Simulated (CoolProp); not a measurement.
Saturation properties of ethylene (Tc = 282.4 K, pc = 50.42 bar, ω = 0.087).

Values from CoolProp's reference Helmholtz-energy equation of state, Smukala 2000.

| T (K) | p (bar) | liquid density (kg/m³) | enthalpy of vaporisation (kJ/kg) | liquid cp (kJ/(kg K)) | vapour Z |
|---|---|---|---|---|---|
| 206.5 | 5.893 | 510.5 | 420.0 | 2.573 | 0.8861 |
| 209.1 | 6.502 | 506.1 | 414.7 | 2.593 | 0.8781 |
| 211.7 | 7.156 | 501.6 | 409.3 | 2.615 | 0.8697 |
| 214.3 | 7.856 | 497.0 | 403.8 | 2.640 | 0.8610 |
| 216.9 | ? | 492.3 | 398.1 | 2.666 | 0.8519 |
| 219.5 | 9.406 | 487.6 | 392.2 | 2.694 | ? |
| 222.1 | 10.26 | 482.8 | 386.1 | 2.726 | 0.8327 |
| 224.7 | 11.17 | ? | 379.8 | 2.760 | 0.8225 |
| 227.3 | 12.13 | 472.8 | 373.3 | 2.797 | 0.8119 |
| 229.9 | ? | 467.6 | ? | 2.838 | 0.8009 |
| 232.6 | 14.28 | 462.1 | 359.3 | 2.885 | 0.7890 |
| 235.2 | 15.43 | ? | 352.1 | 2.935 | 0.7771 |
| 237.8 | 16.65 | 451.0 | 344.5 | 2.991 | 0.7647 |

What belongs in the gaps?


- 216.9, p (bar): 8.606
- 219.5, vapour Z: 0.8425
- 224.7, liquid density (kg/m³): 477.8
- 229.9, p (bar): 13.16
- 229.9, enthalpy of vaporisation (kJ/kg): 366.6
- 235.2, liquid density (kg/m³): 456.6

It boils at 169.4 K under 1 atm.
